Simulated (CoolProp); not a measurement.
Vapour-liquid equilibrium of hydrogen sulfide (1) + n-butane (2) at 9.56 bar; x and y are mole fractions of (1).

Values from CoolProp's multi-fluid Helmholtz-energy mixture model, Lemmon 2006 and Bücker 2006; pair parameters Kunz 2012.

```csv
x,bubble temperature (K),y at the bubble point,dew temperature at overall composition x (K),liquid density (mol/L)
0.05,336.9,0.262,348.1,9.174
0.15,314.8,0.596,343.0,10.15
0.25,300.4,0.751,337.5,11.12
0.35,291.4,0.826,331.7,12.15
0.45,285.6,0.869,325.4,13.32
0.55,281.5,0.897,318.4,14.68
0.65,278.5,0.918,310.2,16.30
0.75,276.0,0.937,300.5,18.23
0.85,273.8,0.957,288.3,20.51
0.95,271.7,0.982,274.5,23.16
```

No azeotrope shows between x = 0.05 and 0.95.

Pair parameters are fitted to limited data, so mixtures are less certain than the pure fluids.
